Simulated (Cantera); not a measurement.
**Thermodynamics of silicon oxide and oxynitride deposition, feed TEOS + O2**

Feed: 1 mol TEOS, 8.7 mol O2, at 950 °C and 0.0290 bar.

Cantera equilibrium calculation (NASA polynomials, part measured and part estimated; ideal gas, pure solids and liquids). Candidate condensed phases: C, C6H6, C7H8, C8H18, H2O, Si, SiC, SiO2; 123 gas species. The feed counts by its element totals alone. The tables hold silica as quartz up to 1696 K and as liquid above; real silica turns to tridymite and cristobalite and melts near 1996 K. Gases not in the tables: Si(OH)4. Rates play no part.

x(H2O): 0.374
x(CO2): 0.260
x(CO): 0.185
x(H2): 0.182
n(SiO2(β-quartz)): 1.00 mol
gas amount: 18.00 mol
log10 activity of C(graphite) (absent): -4.28
log10 activity of Si(s) (absent): -14.77
